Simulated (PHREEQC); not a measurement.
Solution (25 °C): 0.0074 mol ZnCl2 per kg of water. Closed to the air; pH follows from the charge balance.

Computed with PHREEQC (ion-association model, phreeqc.dat).

Each row changes one thing in this solution. This is a speciation only: nothing precipitates in the calculation.

| case | pH | ZnCl+ (mol/kgw) | ZnOH+ (mol/kgw) | ZnOHCl (mol/kgw) | Zn(OH)2 (mol/kgw) | SI of Zn(OH)2(e) (Zn(OH)2) |
|---|---|---|---|---|---|---|
| as made | 5.60 | 0.000163 | 2.10e-6 | 6.91e-7 | 8.34e-9 | -2.68 |
| diluted 100-fold with water | 6.52 | 2.74e-8 | 2.54e-7 | 1.10e-9 | 9.46e-9 | -2.62 |
| ZnCl2 from 0.0074 to 0.00148 mol/kgw | 5.93 | 8.81e-6 | 1.12e-6 | 8.67e-8 | 1.03e-8 | -2.59 |
| diluted 10-fold with water | 6.07 | 2.39e-6 | 8.20e-7 | 3.30e-8 | 1.06e-8 | -2.58 |
